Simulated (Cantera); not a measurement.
Charge: 1 mol C₂H₆, 0.031 mol NH₃, equilibrated at 1198.15 K and 58.0 Pa.

Cantera equilibrium calculation (NASA polynomials, part measured and part estimated; ideal gas, pure solids and liquids). Rates play no part.

```json
[
 {"species": "H₂", "before": "0.995", "after": "0.977"},
 {"species": "H", "before": "7.90e-6", "after": "0.0178"},
 {"species": "N₂", "before": "0.00506", "after": "0.00477"},
 {"species": "HCN", "before": "5.18e-6", "after": "0.000469"},
 {"species": "C₂H₂ (acetylene)", "before": "9.87e-8", "after": "0.000207"},
 {"species": "HNC", "before": "2.56e-8", "after": "1.87e-5"},
 {"species": "C(graphite), mol", "before": "2.00", "after": "2.00"}
]
```
Gas species are given as mole fractions.

**Question.** Name the change that produced these shifts.
A) NH₃ from 0.031 to 0.11 mol
B) temperature from 1198.15 K to 1823.15 K
C) NH₃ from 0.031 to 0.84 mol
D) NH₃ from 0.031 to 0.2 mol

**Answer.** B, temperature from 1198.15 K to 1823.15 K
